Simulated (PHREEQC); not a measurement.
Consider water at 20 °C with 1 mmol/kgw HF and 130 mmol/kgw (CH3)4NF. Closed to the air; pH follows from the charge balance.

Equilibrium calculation in PHREEQC: ion-association model, wateq4f.dat.

Each row changes one thing in this solution. Precipitation was switched off in this run.

```
case                                   pH  HF (mol/kgw)  HF2- (mol/kgw)  H2F2 (mol/kgw)
-----------------------------------  ----  ------------  --------------  --------------
as made                              5.29      0.000664        0.000327         1.42e-6
diluted 100-fold with water          5.44       6.21e-6         2.98e-8        1.20e-10
temperature from 20 to 40 °C         5.46      0.000637        0.000357         6.25e-7
temperature from 20 to 10 °C          ___      0.000685        0.000304         2.12e-6
(CH3)4NF from 0.13 to 0.143 mol/kgw   ___      0.000643        0.000349         1.33e-6
(CH3)4NF from 0.13 to 0.065 mol/kgw  4.95      0.000791        0.000191         1.98e-6
```

Question: What belongs in the gaps?

Answer: 
- temperature from 20 to 10 °C, pH: 5.20
- (CH3)4NF from 0.13 to 0.143 mol/kgw, pH: 5.34

(CH3)4N+ isn't in the database: it is added as a free cation with an ion size of 4 Å. Constants without temperature data keep their 25 °C values here.
